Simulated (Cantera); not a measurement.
Reactions in the system H-N-Si

Source: NASA polynomial tables (part measured, part estimated), evaluated in Cantera. Values are per mole of reaction as written; species without (g) are pure solids or liquids, kept so even where they would boil at 1 bar.

N₂(g) + 2 SiH₃(g) ⇌ 2 NH₃(g) + 2 Si

```
T (K)  ΔH° (kJ)  ΔS° (J/K)  ΔG° (kJ)  log10 K
-----  --------  ---------  --------  -------
700      -509.9     -199.6    -370.2    27.62
775      -510.1     -199.8    -355.2    23.94
850      -510.3     -200.1    -340.2    20.91
925      -510.5     -200.4    -325.2    18.36
1000     -510.7     -200.6    -310.1    16.20
1075     -510.9     -200.8    -295.1    14.34
1150     -511.0     -200.9    -280.0    12.72
1225     -511.0     -200.9    -265.0    11.30
1300     -511.0     -200.9    -249.9    10.04
1375     -510.9     -200.8    -234.8     8.92
1450     -510.7     -200.6    -219.8     7.92
```
